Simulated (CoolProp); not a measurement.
Carbon dioxide along the isotherm 221.6 K: Z from the reference equation and from simpler models built on Tc = 304.1 K, pc = 7.377 MPa, ω = 0.224; each cubic takes its own stable root.

Values from CoolProp's reference Helmholtz-energy equation of state, Span 1996.

| p (MPa) | phase | reference |
|---|---|---|
| 0.233 | gas | 0.9683 |
| 0.415 | gas | 0.9420 |
| 0.738 | liquid | 0.01519 |
| 1.31 | liquid | 0.02693 |
| 2.33 | liquid | 0.04781 |
| 4.15 | liquid | 0.08486 |
| 7.38 | liquid | 0.1500 |
| 13.1 | liquid | 0.2638 |

Task: How far does each simpler model (Soave-Redlich-Kwong, Peng-Robinson) lie from the reference over these 8 states: mean and median of the absolute difference, and the worst?

Result: 
- Soave-Redlich-Kwong: mean 6.3 %, median 8.2 %, worst +8.7 % at 221.6 K and 0.738 MPa
- Peng-Robinson: mean 3.3 %, median 4.2 %, worst -4.7 % at 221.6 K and 13.1 MPa
